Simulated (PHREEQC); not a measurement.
Solution (29 °C): 140 mmol/kgw CaCl2, 0.032 mmol/kgw Na2SO4 and 0.28 mmol/kgw MgSO4. Closed to the air; pH follows from the charge balance.

All values are PHREEQC results (Pitzer model, pitzer.dat), not measurements.

```json
[
 {"quantity": "HSO4- (mol/kgw)", "before": "5.43e-10", "after": "5.56e-11"},
 {"quantity": "SI of Gypsum (CaSO4:2H2O)", "before": "-1.46", "after": "-2.44"},
 {"quantity": "SI of Halite (NaCl)", "before": "-6.65", "after": "-6.65"}
]
```

Question: Name the change that produced these shifts.
(A) temperature from 29 to 10 °C
(B) temperature from 29 to 70 °C
(C) MgSO4 left out
(D) diluted 100-fold with water
(E) Na2SO4 from 3.2e-05 to 2.88e-05 mol/kgw

Answer: C, MgSO4 left out

Precipitation was switched off in this run.
